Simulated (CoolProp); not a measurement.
Vapour-liquid equilibrium of R134a (1) + methanol (2) at 271.2 K; x and y are mole fractions of (1).

Model: multi-fluid Helmholtz-energy mixture model, Tillner-Roth 1994 and de Reuck 1993; pair parameters Bell 2016, in CoolProp.

```tsv
x	bubble pressure (kPa)	y at the bubble point	dew pressure at overall composition x (kPa)	liquid density (mol/L)
0.05	57.54	0.939	…	24.43
0.125	108.2	0.968	4.093	23.16
0.2	137.3	0.975	4.473	21.97
0.275	154.9	0.979	4.933	20.85
0.35	166.6	0.981	5.500	19.80
0.425	175.6	0.982	…	18.81
0.5	183.9	0.983	7.143	17.88
0.575	192.5	…	8.400	17.00
0.65	202.1	0.986	10.19	…
0.725	213.2	0.988	12.97	15.37
0.8	226.2	0.991	17.81	…
0.875	241.5	0.994	28.42	13.90
0.95	259.2	0.997	70.18	13.20
```

Task: What belongs in the gaps?

Result: 
- 0.05, dew pressure at overall composition x (kPa): 3.772
- 0.425, dew pressure at overall composition x (kPa): 6.214
- 0.575, y at the bubble point: 0.985
- 0.65, liquid density (mol/L): 16.16
- 0.8, liquid density (mol/L): 14.62

No azeotrope shows between x = 0.05 and 0.95.

The pair parameters rest on a limited set of measurements; away from them the model extrapolates. With so large a gap from Raoult's law the liquid may split in two, which this calculation doesn't test in full.
